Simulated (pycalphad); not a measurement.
Phase fractions of Ti-0.6Si-4.72V (at.%)

All values are pycalphad results on the COST 507 light-alloy database (1999) (1 atm), not direct measurements. The data set is of 1999 and partly superseded. Not assessed as a whole: an extrapolation from subsystems, which can miss ternary compounds. Amounts are mole fractions of atoms. Kinetics are ignored, which matters at the lower temperatures.

```tsv
T (K)	LIQUID	BCC_A2	HCP_A3	SITI3
1950	1.000	-	-	-
1800	-	1.000	-	-
1050	-	0.778	0.222	-
900	-	0.166	0.834	-
750	-	0.066	0.924	0.010
600	-	0.051	0.936	0.014
```

Database names, with the compositions (at.%) that they take in these runs: SITI3: Ti 75 Si 25. BCC_A2 is bcc; HCP_A3 is hcp.
